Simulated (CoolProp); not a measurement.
Ammonia at 293.15 K and 0.605 MPa flows at 0.16 m/s in a round tube of 100 mm bore and 45 µm roughness, fully developed (64/Re and Nu = 3.66 if laminar; Colebrook and Gnielinski if turbulent). Each further row changes one setting.

Model: reference Helmholtz-energy equation of state, Gao 2020, in CoolProp.

```
case               Reynolds number  Darcy friction factor  pressure drop (Pa/m)  heat-transfer coefficient (W/(m² K))  mass flow (kg/h)
-----------------  ---------------  ---------------------  --------------------  ------------------------------------  ----------------
as stated                     7470                 0.0340                0.0198                                  7.05              20.6
velocity 0.32 m/s            14900                 0.0287                0.0669                                  12.8              41.2
diameter 200 mm              14900                 0.0283               0.00824                                  6.32              82.4
```

Viscosity comes from a separate model (Fenghour 1995). Thermal conductivity comes from a separate model (Tufeu 1984).
